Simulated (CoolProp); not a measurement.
Vapour pressure (MPa) of dimethyl carbonate: the reference equation beside estimates from Tc = 283.9 °C, pc = 4.909 MPa, ω = 0.346. Clausius-Clapeyron is anchored at 85.35 °C with a constant enthalpy of vaporisation of 34.13 kJ/mol.

Model: reference Helmholtz-energy equation of state, Zhou 2011, in CoolProp.

| T (°C) | reference | Lee-Kesler | Clausius-Clapeyron | van der Waals | Redlich-Kwong | Soave-Redlich-Kwong | Peng-Robinson |
|---|---|---|---|---|---|---|---|
| 59.35 | 0.03407 | 0.03252 | 0.03548 | 0.4140 | 0.09525 | 0.03283 | 0.03381 |
| 72.35 | 0.05556 | 0.05372 | 0.05646 | 0.5153 | ___ | 0.05403 | 0.05513 |
| 85.35 | 0.08687 | 0.08496 | 0.08687 | 0.6321 | 0.2025 | 0.08520 | 0.08626 |
| 98.35 | 0.1309 | ___ | 0.1297 | ___ | 0.2815 | 0.1294 | 0.1302 |
| 111.35 | 0.1908 | 0.1902 | 0.1884 | 0.9161 | 0.3811 | 0.1901 | 0.1902 |
| 124.35 | 0.2703 | 0.2715 | 0.2672 | 1.085 | 0.5041 | 0.2713 | 0.2703 |
| 137.35 | 0.3733 | 0.3773 | 0.3706 | 1.273 | 0.6532 | 0.3772 | 0.3744 |
| 150.25 | 0.5030 | 0.5107 | 0.5026 | 1.479 | 0.8296 | 0.5113 | 0.5062 |
| 163.25 | 0.6659 | 0.6784 | 0.6709 | 1.708 | 1.039 | 0.6805 | 0.6725 |

Complete the blanks.


- 72.35, Redlich-Kwong: 0.1413
- 98.35, Lee-Kesler: 0.1293
- 98.35, van der Waals: 0.7654

Absolute difference from the reference over all 9 rows, mean and median: Lee-Kesler 1.8 and 1.5 %, Clausius-Clapeyron 1.2 and 0.9 %, van der Waals 480.9 and 380.1 %, Redlich-Kwong 107.1 and 99.7 %, Soave-Redlich-Kwong 1.7 and 1.7 %, Peng-Robinson 0.6 and 0.6 %.
